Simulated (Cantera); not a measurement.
Standard-state values (1 bar) from the NASA 1993 polynomials, evaluated with Cantera. Values are per mole of reaction as written; species without (g) are pure solids or liquids, kept so even where they would boil at 1 bar.

Between 300 and 550 K, where is each reaction favourable under standard conditions?
- CCl4(g) + 2 CH4(g) + 4 TiCl3 = C3H8(g) + 4 TiCl4


- CCl4(g) + 2 CH4(g) + 4 TiCl3 = C3H8(g) + 4 TiCl4: ΔG° is -201 kJ at 300 K and -220 kJ at 550 K; it stays negative (K > 1). ΔH° is -162 kJ and ΔS° 105 J/K at 550 K.
